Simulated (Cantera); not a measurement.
A Cantera script and its output.

```python
import numpy as np
import cantera as ct

gas = ct.Solution("h2o2.yaml")
gas.TPX = 998, 2666, {'H2': 0.093, 'O2': 1}
reactor = ct.IdealGasConstPressureReactor(gas, energy="off", clone=False)
net = ct.ReactorNet([reactor])
net.rtol, net.atol = 1e-08, 1e-18
show = ['H2', 'O2', 'HO2', 'H2O', 'H2O2', 'OH']
times = np.geomspace(1e-06, 300, 9)

steps = ct.SolutionArray(gas, extra=["t"])
rows = []
print(f"{'t/s':>10s}{'T/K':>9s}{'P/Pa':>11s}" + "".join(f"{s:>11s}" for s in show))
for t in times:
    while net.time < t:
        t_next = net.step()
        steps.append(gas.state, t=t_next)
    rows.append([np.interp(t, steps.t, y) for y in (steps.T, steps.P, *steps(*show).X.T)])
    print(f"{t:10.3e}{rows[-1][0]:9.1f}{rows[-1][1]:11.4g}" + "".join(f"{x:11.3e}" for x in rows[-1][2:]))
rate = np.gradient(steps.T, steps.t)
print("integrator steps:", len(steps.t))
if steps.T.max() > steps.T[0] + 200:
    print(f"time of steepest temperature rise: {steps.t[rate.argmax()]:.4e} s")
gas.TPX = 998, 2666, {'H2': 0.093, 'O2': 1}
gas.equilibrate("TP")
print(f"equilibrium (TP): T = {gas.T:.1f} K  " + "  ".join(f"{s} {gas[s].X[0]:.3e}" for s in show))
```

It prints:

```
       t/s      T/K       P/Pa         H2         O2        HO2        H2O       H2O2         OH
 1.000e-06    998.0       2666  8.509e-02  9.149e-01  1.430e-12  1.269e-16  1.227e-18  9.999e-15
 1.147e-05    998.0       2666  8.509e-02  9.149e-01  1.644e-11  1.599e-13  1.606e-16  1.131e-12
 1.316e-04    998.0       2666  8.509e-02  9.149e-01  1.926e-10  1.190e-10  2.138e-14  6.683e-11
 1.510e-03    998.0       2666  8.506e-02  9.149e-01  5.519e-07  2.296e-05  1.339e-10  5.061e-06
 1.732e-02    998.0       2666  1.736e-04  9.099e-01  7.819e-06  8.834e-02  3.239e-07  4.238e-04
 1.987e-01    998.0       2666  1.230e-06  9.111e-01  2.834e-07  8.885e-02  6.450e-08  3.938e-05
 2.280e+00    998.0       2666  2.099e-08  9.111e-01  1.219e-08  8.886e-02  7.289e-09  7.334e-06
 2.615e+01    998.0       2666  1.182e-09  9.111e-01  1.051e-09  8.887e-02  7.556e-10  1.874e-06
 3.000e+02    998.0       2666  9.949e-11  9.111e-01  7.583e-10  8.887e-02  7.789e-11  5.508e-07
integrator steps: 2140
equilibrium (TP): T = 998.0 K  H2 4.725e-11  O2 9.111e-01  HO2 1.033e-09  H2O 8.887e-02  H2O2 3.802e-11  OH 3.734e-07
```

Detailed kinetics in Cantera: the H2/O2 subset of GRI-Mech 3.0, which has no nitrogen chemistry. Radical loss at walls, strong at low pressure, is not modelled. The temperature is held fixed by assumption; the heat of reaction is taken as removed at once.
